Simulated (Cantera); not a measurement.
An adiabatic, constant-pressure homogeneous reactor starts with CH₄ : O₂ : N₂ = 1 : 1.11 : 4.18 (molar parts), at 1298 K and 4.70 bar. Integrator tolerance rtol = 1e-08.

Computed with Cantera and GRI-Mech 3.0 (53 species, 325 reactions).

```csv
quantity,before,after
time of steepest temperature rise,4.36 ms,4.11 ms
temperature at 1.00 s,2481 K,2482 K
equilibrium temperature,2481 K,2482 K
x(CH₄) at 1.00 s,1.30e-10 (gas-phase equilibrium 1.47e-10),1.47e-10 (gas-phase equilibrium 1.65e-10)
x(O₂) at 1.00 s,8.20e-6 (gas-phase equilibrium 8.20e-6),7.76e-6 (gas-phase equilibrium 7.76e-6)
x(CO₂) at 1.00 s,0.0218 (gas-phase equilibrium 0.0218),0.0217 (gas-phase equilibrium 0.0217)
x(CH₂O) at 1.00 s,2.84e-8 (gas-phase equilibrium 2.84e-8),3.02e-8 (gas-phase equilibrium 3.02e-8)
x(CH₃) at 1.00 s,6.98e-11 (gas-phase equilibrium 7.87e-11),7.66e-11 (gas-phase equilibrium 8.64e-11)
```

### Question
Which change was made?
(A) pressure from 4.70 bar to 24.0 bar
(B) pressure from 4.70 bar to 23.0 bar
(C) pressure from 4.70 bar to 5.00 bar
(D) constant volume in place of constant pressure

### Answer
C, pressure from 4.70 bar to 5.00 bar
